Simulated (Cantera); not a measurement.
A closed system holds: 1 mol Nb₂O₅, 2600 mol H₂, 0.55 mol H₂O, held at 0.000340 bar.

Method: chemical equilibrium by Gibbs-energy minimisation in Cantera with the NASA 1993 tables (ideal gas, pure condensed phases). Candidate condensed phases: H₂O, Nb, NbO, NbO₂, Nb₂O₅; 12 gas species. Mutual solubility and eutectic melting of coexisting phases are not modelled. NbO: taken at fixed stoichiometry. Condensed phases not in the tables: the oxides between NbO₂ and Nb₂O₅. Rates play no part.

x: gas mole fraction; n: condensed amount in mol.

| T (°C) | x H₂ | x H₂O | x H | x NbO₂ | n NbO₂(s) | n NbO(s) |
|---|---|---|---|---|---|---|
| 877 | 0.999 | 0.000596 | … | <1e-12 | 2.00 | 0 |
| 902 | 0.999 | 0.000596 | … | <1e-12 | 2.00 | 0 |
| 927 | 0.999 | 0.000596 | … | 2.15e-12 | 2.00 | 0 |
| 952 | 0.999 | 0.000596 | … | 6.89e-12 | 2.00 | 0 |
| 977 | 0.999 | 0.000596 | … | 2.10e-11 | 2.00 | 0 |
| 1002 | 0.999 | 0.000596 | … | 6.14e-11 | 2.00 | 0 |
| 1027 | 0.999 | 0.000596 | … | 1.72e-10 | 2.00 | 0 |
| 1052 | 0.999 | 0.000596 | … | 4.62e-10 | 2.00 | 0 |
| 1077 | 0.999 | 0.000596 | … | 1.19e-9 | 2.00 | 0 |
| 1102 | 0.999 | 0.000671 | … | 2.98e-9 | 1.81 | 0.195 |
| 1127 | 0.999 | 0.000795 | … | 7.20e-9 | 1.48 | 0.518 |
| 1152 | 0.999 | 0.000936 | … | 1.68e-8 | 1.12 | 0.885 |
| 1177 | 0.998 | 0.00110 | … | 3.82e-8 | 0.701 | 1.30 |
| 1202 | 0.998 | 0.00127 | … | 8.43e-8 | 0.235 | 1.76 |

Task: Some entries are withheld; supply them.

Result: 
- 877, x H: 4.05e-6
- 902, x H: 6.65e-6
- 927, x H: 1.07e-5
- 952, x H: 1.69e-5
- 977, x H: 2.62e-5
- 1002, x H: 4.00e-5
- 1027, x H: 6.00e-5
- 1052, x H: 8.87e-5
- 1077, x H: 0.000129
- 1102, x H: 0.000186
- 1127, x H: 0.000264
- 1152, x H: 0.000370
- 1177, x H: 0.000512
- 1202, x H: 0.000703
